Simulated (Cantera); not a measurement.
**Catalytic stagnation flow on Pt**

A jet of 1.68 % CH₄, 9.96 % O₂, 88.4 % N₂ at 300 K and 143 Torr hits a platinum plate 4 cm away at a mass flux of 0.12 kg/m²/s; the plate temperature is set and raised in steps from an oxygen-covered start.

Detailed kinetics in Cantera: Deutschmann's 1995 Pt surface mechanism with GRI-Mech 3.0 gas chemistry. Catalytic surfaces can have several steady states; this one follows from the mechanism file's or the stated starting coverage.

| plate T (K) | wall x CH₄ | wall x O₂ | wall x H₂O | wall x OH | wall x CO | wall x CO₂ | θ free Pt | θ O* | θ OH* |
|---|---|---|---|---|---|---|---|---|---|
| 950 | 0.00836 | 0.0817 | 0.0156 | 5.23e-8 | 4.09e-6 | 0.0103 | 0.239 | 0.760 | 0.00126 |
| 1000 | 0.00616 | 0.0770 | 0.0197 | 1.43e-7 | 4.06e-6 | 0.0130 | 0.306 | 0.693 | 0.00127 |
| 1050 | 0.00459 | 0.0737 | 0.0225 | 3.47e-7 | 4.01e-6 | 0.0149 | 0.374 | 0.625 | 0.00121 |
| 1100 | 0.00353 | 0.0715 | 0.0244 | 7.60e-7 | 4.03e-6 | 0.0161 | 0.440 | 0.559 | 0.00111 |
| 1150 | 0.00279 | 0.0700 | 0.0257 | 1.53e-6 | 4.14e-6 | 0.0170 | 0.504 | 0.495 | 0.000994 |
| 1200 | 0.00228 | 0.0690 | 0.0266 | 2.87e-6 | 4.36e-6 | 0.0175 | 0.565 | 0.435 | 0.000881 |
| 1250 | 0.00190 | 0.0683 | 0.0271 | 5.08e-6 | 4.74e-6 | 0.0179 | 0.621 | 0.378 | 0.000772 |
x: mole fraction at the wall; θ: surface coverage.
